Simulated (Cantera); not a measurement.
A freely propagating, adiabatic, planar premixed flame of CH4 : CO : O2 : N2 : CO2 = 1 : 0.41 : 2.21 : 8.29 : 0.73 (molar parts), equivalence ratio 1.00, unburnt at 473 K and 0.109 atm; mixture-averaged transport, grid criteria slope 0.08 and curve 0.16, no radiation.

Model: GRI-Mech 3.0 (53 species, 325 reactions), integrated in Cantera. Burning velocities carry a grid error of a few per cent, more on coarse grids.

### Question
Predict: laminar burning velocity; thermal thickness; peak x(C2H4); peak x(C2H); peak x(OH).

### Answer
laminar burning velocity: 104 cm/s
thermal thickness: 2.94 mm
peak x(C2H4): 0.000240
peak x(C2H): 4.57e-8
peak x(OH): 0.00794
